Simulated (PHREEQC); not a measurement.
Consider water at 25 °C with 0.0035 mol/kgw CuSO4, 0.0055 mol/kgw HNO3 and 0.0005 mol/kgw NaCl. Closed to the air; pH follows from the charge balance.

Model: ion-association model, wateq4f.dat, run in PHREEQC.

Each row changes one thing in this solution. No solid was allowed to form.

| case | pH | ionic strength (mol/kgw) | SI of Halite (NaCl) |
|---|---|---|---|
| as made | 2.36 | 0.0166 | -8.30 |
| CuSO4 left out | ? | 0.00600 | ? |
| diluted 10-fold with water | 3.29 | 0.00191 | -10.23 |
| 0.0099 mol/kgw RbOH added | 7.25 | 0.0175 | -8.30 |
| temperature from 25 to 70 °C | ? | 0.0154 | -8.41 |
| CuSO4 from 0.0035 to 0.00385 mol/kgw | 2.37 | 0.0175 | -8.30 |
| HNO3 from 0.0055 to 0.00055 mol/kgw | 3.37 | 0.0122 | -8.29 |

### Question
What belongs in the gaps?

### Answer

- CuSO4 left out, pH: 2.29
- CuSO4 left out, SI of Halite (NaCl): -8.26
- temperature from 25 to 70 °C, pH: 2.43

Some of these states are supersaturated (in Brochantite, Antlerite, for instance). Constants without temperature data keep their 25 °C values here. The database's constant for dissolved Cu(OH)2 is higher than later reviews accept.
